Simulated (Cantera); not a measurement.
A perfectly stirred reactor is fed with 100 % N2O, at 0.500 bar; it is held at 1575 K, and followed from long to short residence time.

Model: GRI-Mech 3.0 (53 species, 325 reactions), integrated in Cantera. GRI-Mech 3.0 was tuned for natural gas; its chemistry of N2O as a main component is partial and can be far from experiment. The temperature is held fixed by assumption; the heat of reaction is taken as removed at once.

x: mole fraction; the columns are a selection and need not sum to one.

| τ (s) | x N2O | x NO | x O2 | x O | x NO2 | x N2 |
|---|---|---|---|---|---|---|
| 9.6 | 0.00185 | 0.0461 | 0.310 | [?] | 0.000156 | 0.642 |
| 3.3 | 0.00507 | 0.0645 | 0.299 | [?] | 0.000210 | 0.631 |
| 1.1 | 0.0139 | 0.0894 | 0.284 | [?] | 0.000281 | 0.613 |
| 0.39 | 0.0346 | 0.115 | 0.264 | [?] | 0.000352 | 0.586 |
| 0.13 | 0.0873 | 0.135 | 0.236 | [?] | 0.000405 | 0.541 |
| 0.046 | 0.198 | 0.135 | 0.199 | [?] | 0.000399 | 0.467 |
| 0.016 | 0.400 | 0.109 | 0.145 | 0.000125 | 0.000310 | 0.346 |
| 0.0055 | 0.653 | 0.0649 | 0.0830 | 0.000133 | 0.000174 | 0.199 |
| 0.0019 | 0.843 | 0.0296 | 0.0372 | 0.000136 | 6.91e-5 | 0.0895 |
| 0.00065 | 0.940 | 0.0113 | 0.0142 | 0.000137 | 1.94e-5 | 0.0342 |

Complete the blanks.


- 9.6, x O: 1.96e-5
- 3.3, x O: 2.88e-5
- 1.1, x O: 4.36e-5
- 0.39, x O: 6.31e-5
- 0.13, x O: 8.79e-5
- 0.046, x O: 0.000110
